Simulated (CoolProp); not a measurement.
Vapour-liquid equilibrium of cyclohexane (1) + toluene (2) at 136.65 °C; x and y are mole fractions of (1).

The numbers come from the multi-fluid Helmholtz-energy mixture model, Zhou 2014 and Lemmon 2006; pair parameters Bell 2016 in CoolProp.

```tsv
x	bubble pressure, mixture model (MPa)	bubble pressure, Raoult's law (MPa)	y, mixture model	y, Raoult's law
0.05	0.2165	0.2121	0.112	0.099
0.125	0.2383	0.2284	0.249	0.229
0.2	___	0.2448	___	0.343
0.275	0.2779	0.2611	0.453	0.442
0.35	0.2959	0.2775	___	0.529
0.425	0.3128	0.2939	0.601	0.606
0.5	0.3288	0.3102	0.662	0.676
0.575	___	0.3266	0.719	0.738
0.65	0.3586	0.3429	0.772	0.795
0.725	0.3725	0.3593	___	0.846
0.8	0.3859	0.3757	0.871	0.893
0.875	___	0.3920	0.919	0.936
0.95	0.4112	0.4084	0.967	0.975
```

Task: What belongs in the gaps?

Result: 
- 0.2, bubble pressure, mixture model (MPa): 0.2587
- 0.2, y, mixture model: 0.360
- 0.35, y, mixture model: 0.531
- 0.575, bubble pressure, mixture model (MPa): 0.3441
- 0.725, y, mixture model: 0.822
- 0.875, bubble pressure, mixture model (MPa): 0.3988

The largest gap from Raoult's law is +6.6 % in bubble pressure, at x = 0.35. No azeotrope shows between x = 0.05 and 0.95.

The pair parameters rest on a limited set of measurements; away from them the model extrapolates.
